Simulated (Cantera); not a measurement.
Charge: 1 mol NaCl, 0.5 mol HCl, 480 mol N2, at 798 K and 4.10 Pa.

Equilibrium computed with Cantera from the NASA thermochemical tables; the gas is ideal and each condensed phase is pure. Candidate condensed phases: NH4Cl, Na, NaCl; 17 gas species. The numbers say what is thermodynamically allowed, not how fast it happens.

Base state: N2 0.997, NaCl 0.00154, HCl 0.00104, Na2Cl2 0.000266 (mole fractions); condensed: gas only.

Q: What changes in the equilibrium state with this change: pressure from 4.10 Pa to 13.3 mbar?

A: 
```
species         before    after
------------  --------  -------
N2               0.997    0.999
HCl            0.00104  0.00104
NaCl           0.00154  5.90e-6
Na2Cl2        0.000266  1.26e-6
NaCl(s), mol         0    0.996
```
